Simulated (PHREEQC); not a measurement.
2.9 g of hydrous ferric oxide (600 m²/g; 0.2 weak and 0.005 strong sites per Fe, Dzombak-Morel constants, diffuse double layer) in 1 kg of water with 0.1 mol/kgw of an inert sodium salt and 0.00042 mol/kgw CuCl2 and 0.00027 mol/kgw NiCl2, at 25 °C; the pH is set by adding NaOH or the inert anion's acid. Oxygen alone is held at its pressure in air (log pO2 = -0.68). No CO2 enters from the air. Precipitation was switched off in this run.

Base run: PHREEQC, ion-association model, wateq4f.dat. Each further column changes one thing. The table gives Ni sorbed (%).

```json
[
 {"pH": "4", "base": "0.0", "no electrostatic term (-no_edl)": "0.1", "background salt from 0.1 to 0.01 mol/kgw": "0.1", "oxide from 2.9 to 14 g/kgw": "0.2", "0.0015 mol/kgw Na2HAsO4 added": "0.0"},
 {"pH": "4.38", "base": "0.1", "no electrostatic term (-no_edl)": "0.2", "background salt from 0.1 to 0.01 mol/kgw": "0.1", "oxide from 2.9 to 14 g/kgw": "1.1", "0.0015 mol/kgw Na2HAsO4 added": "0.1"},
 {"pH": "4.75", "base": "0.3", "no electrostatic term (-no_edl)": "0.5", "background salt from 0.1 to 0.01 mol/kgw": "0.4", "oxide from 2.9 to 14 g/kgw": "4.6", "0.0015 mol/kgw Na2HAsO4 added": "0.4"},
 {"pH": "5.5", "base": "4.5", "no electrostatic term (-no_edl)": "9.2", "background salt from 0.1 to 0.01 mol/kgw": "4.3", "oxide from 2.9 to 14 g/kgw": "45.3", "0.0015 mol/kgw Na2HAsO4 added": "5.3"},
 {"pH": "5.88", "base": "15.6", "no electrostatic term (-no_edl)": "31.6", "background salt from 0.1 to 0.01 mol/kgw": "15.1", "oxide from 2.9 to 14 g/kgw": "76.5", "0.0015 mol/kgw Na2HAsO4 added": "19.9"},
 {"pH": "6.25", "base": "38.8", "no electrostatic term (-no_edl)": "65.8", "background salt from 0.1 to 0.01 mol/kgw": "38.7", "oxide from 2.9 to 14 g/kgw": "92.9", "0.0015 mol/kgw Na2HAsO4 added": "49.5"},
 {"pH": "6.62", "base": "68.6", "no electrostatic term (-no_edl)": "89.5", "background salt from 0.1 to 0.01 mol/kgw": "69.7", "oxide from 2.9 to 14 g/kgw": "98.2", "0.0015 mol/kgw Na2HAsO4 added": "80.8"},
 {"pH": "7.38", "base": "97.4", "no electrostatic term (-no_edl)": "99.3", "background salt from 0.1 to 0.01 mol/kgw": "98.0", "oxide from 2.9 to 14 g/kgw": "99.9", "0.0015 mol/kgw Na2HAsO4 added": "99.1"},
 {"pH": "7.75", "base": "99.4", "no electrostatic term (-no_edl)": "99.8", "background salt from 0.1 to 0.01 mol/kgw": "99.6", "oxide from 2.9 to 14 g/kgw": "100.0", "0.0015 mol/kgw Na2HAsO4 added": "99.8"},
 {"pH": "8.12", "base": "99.9", "no electrostatic term (-no_edl)": "99.9", "background salt from 0.1 to 0.01 mol/kgw": "99.9", "oxide from 2.9 to 14 g/kgw": "100.0", "0.0015 mol/kgw Na2HAsO4 added": "100.0"},
 {"pH": "8.5", "base": "100.0", "no electrostatic term (-no_edl)": "100.0", "background salt from 0.1 to 0.01 mol/kgw": "100.0", "oxide from 2.9 to 14 g/kgw": "100.0", "0.0015 mol/kgw Na2HAsO4 added": "100.0"},
 {"pH": "9.25", "base": "100.0", "no electrostatic term (-no_edl)": "100.0", "background salt from 0.1 to 0.01 mol/kgw": "100.0", "oxide from 2.9 to 14 g/kgw": "100.0", "0.0015 mol/kgw Na2HAsO4 added": "100.0"},
 {"pH": "9.62", "base": "100.0", "no electrostatic term (-no_edl)": "100.0", "background salt from 0.1 to 0.01 mol/kgw": "100.0", "oxide from 2.9 to 14 g/kgw": "100.0", "0.0015 mol/kgw Na2HAsO4 added": "100.0"},
 {"pH": "10", "base": "100.0", "no electrostatic term (-no_edl)": "99.9", "background salt from 0.1 to 0.01 mol/kgw": "100.0", "oxide from 2.9 to 14 g/kgw": "100.0", "0.0015 mol/kgw Na2HAsO4 added": "100.0"}
]
```

The database's constant for dissolved Cu(OH)2 is higher than later reviews accept. In at least one series the solution becomes supersaturated in solids that the run did not let form, among them Cu(OH)2, Ni(OH)2. The database has no arsenate complexes of Cu, Ni.
